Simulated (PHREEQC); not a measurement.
0.038 g of hydrous ferric oxide (600 m²/g; 0.2 weak and 0.005 strong sites per Fe, Dzombak-Morel constants, diffuse double layer) in 1 kg of water with 0.01 mol/kgw of an inert sodium salt and 3.6e-06 mol/kgw ZnCl2, at 25 °C; the pH is set by adding NaOH or the inert anion's acid. Oxygen alone is held at its pressure in air (log pO2 = -0.68). The system is closed to CO2. No solid was allowed to form.

Base run: PHREEQC, ion-association model, wateq4f.dat. Each further column changes one thing. The table gives surface potential ψ (mV).

```
pH     base  background salt from 0.01 to 0.001 mol/kgw  oxide from 0.038 to 0.19 g/kgw
-----  ----  ------------------------------------------  ------------------------------
4       185                                         210                             185
5.33    139                                         154                             139
6.67     79                                          84                              78
8        10                                          11                               7
9.33    -62                                         -66                             -65
10.67  -126                                        -137                            -129
12     -166                                        -173                            -168
```
